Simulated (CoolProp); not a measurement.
A single-stage vapour-compression cycle with CH2F2 (R32): evaporating at 222.15 K (dew point), condensing at 276.15 K (bubble point), superheat 8 K, subcooling 8 K, compressor efficiency 0.8, no pressure losses. Each further row changes one setting.

Model: reference Helmholtz-energy equation of state, Tillner-Roth 1997, in CoolProp.

```
case                              cooling COP  pressure ratio  discharge temperature (K)  refrigerating effect (kJ/kg)  volumetric capacity (kJ/m³)
--------------------------------  -----------  --------------  -------------------------  ----------------------------  ---------------------------
as stated                                2.64            8.54                      376.9                           312                          923
evaporating temperature 227.15 K         3.05            6.67                      364.9                           315                         1170
condensing temperature 271.15 K          2.98            7.28                      365.0                           321                          948
subcooling 13 K                          2.72            8.54                      376.9                           321                          948
superheat 18 K                           2.59            8.54                      390.5                           321                          902
compressor efficiency 0.7                2.31            8.54                      393.4                           312                          923
```
